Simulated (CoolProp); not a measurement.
Vapour-liquid equilibrium of toluene (1) + m-xylene (2) at 67.15 °C; x and y are mole fractions of (1).

Values from CoolProp's multi-fluid Helmholtz-energy mixture model, Lemmon 2006 and Zhou 2012; pair parameters Bell 2016.

```csv
x,"bubble pressure, mixture model (kPa)","bubble pressure, Raoult's law (kPa)","y, mixture model","y, Raoult's law"
0.05,9.835,9.763,0.131,0.125
0.2,12.45,12.08,0.422,0.405
0.35,15.02,14.40,0.609,0.594
0.5,17.45,16.72,0.737,0.731
0.65,19.69,19.04,0.831,0.835
0.8,21.77,21.35,0.908,0.916
0.95,23.78,23.67,0.977,0.981
```

The largest gap from Raoult's law is +4.4 % in bubble pressure, at x = 0.5. No azeotrope shows between x = 0.05 and 0.95.

Pair parameters are fitted to limited data, so mixtures are less certain than the pure fluids.
